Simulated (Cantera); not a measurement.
Oxide etching and cleaning by halides: Al2O3 + HCl

Input: 1 mol Al2O3, 21 mol HCl, at 53.0 Pa.

Method: chemical equilibrium by Gibbs-energy minimisation in Cantera with the NASA 1993 tables (ideal gas, pure condensed phases). Candidate condensed phases: Al, AlCl3, Al2O3, H2O; 29 gas species. The tables' values for AlCl2 are old estimates; treat these amounts as uncertain. Condensed phases not in the tables: AlOCl. Equilibrium is a limit: real reactors are often held back by kinetics, nucleation or transport.

From 800 K to 1550 K the condensed part is Al2O3(s). The main Al-bearing gas is AlCl3 throughout.

```
T (K)  x HCl      x Cl      x H2     x H2O   x AlCl3       x H  n Al2O3(s)
-----  -----  --------  --------  --------  --------  --------  ----------
800    1.000   2.12e-7   3.78e-7   1.66e-5   1.11e-5    <1e-12       1.000
875    1.000   1.71e-6   1.59e-6   3.84e-5   2.56e-5  2.74e-12       1.000
950    1.000   9.30e-6   6.12e-6   7.72e-5   5.15e-5  5.98e-11       0.999
1025   1.000   3.78e-5   2.13e-5  0.000140   9.31e-5  8.73e-10       0.999
1100   0.999  0.000124   6.56e-5  0.000232  0.000155   9.10e-9       0.998
1175   0.999  0.000348  0.000179  0.000361  0.000241   7.12e-8       0.997
1250   0.998  0.000858  0.000435  0.000530  0.000353   4.38e-7       0.996
1325   0.996   0.00191  0.000963  0.000743  0.000495   2.20e-6       0.995
1400   0.992   0.00390   0.00196  0.001000  0.000666   9.35e-6       0.993
1475   0.987   0.00741   0.00370   0.00130  0.000863   3.43e-5       0.991
1550   0.977    0.0132   0.00655   0.00164   0.00108  0.000111       0.988
```
x: gas mole fraction; n: condensed amount in mol.
